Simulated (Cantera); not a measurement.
An isothermal, constant-pressure homogeneous reactor starts with CH₄ : H₂ : H = 0.023 : 1 : 0.031 (molar parts), at 2225 K and 0.133 bar. Integrator tolerance rtol = 1e-08.

Cantera simulation using GRI-Mech 3.0 (53 species, 325 reactions); the numbers are that mechanism's predictions, not measurements. GRI-Mech 3.0 stops at C3 and has no aromatics, soot or wall deposition, so with more carbon than oxygen in the feed, carbon stays in small species such as C2H2 where larger ones or solid carbon would form.

Question: What does this change do: temperature 2225 to 1648 K?

Answer: 
```json
[
 {"quantity": "x(CH₄) at 8.00 s", "before": "6.03e-5 (gas-phase equilibrium 6.05e-5)", "after": "0.00360 (gas-phase equilibrium 0.00253)"},
 {"quantity": "x(H₂) at 8.00 s", "before": "0.972 (gas-phase equilibrium 0.972)", "after": "0.987 (gas-phase equilibrium 0.988)"},
 {"quantity": "x(H) at 8.00 s", "before": "0.0176 (gas-phase equilibrium 0.0176)", "after": "0.000243 (gas-phase equilibrium 0.000244)"},
 {"quantity": "x(C₂H₄) at 8.00 s", "before": "3.00e-6 (gas-phase equilibrium 3.00e-6)", "after": "8.70e-5 (gas-phase equilibrium 9.17e-5)"},
 {"quantity": "x(C₂H₂) at 8.00 s", "before": "0.0107 (gas-phase equilibrium 0.0107)", "after": "0.00897 (gas-phase equilibrium 0.00950)"}
]
```
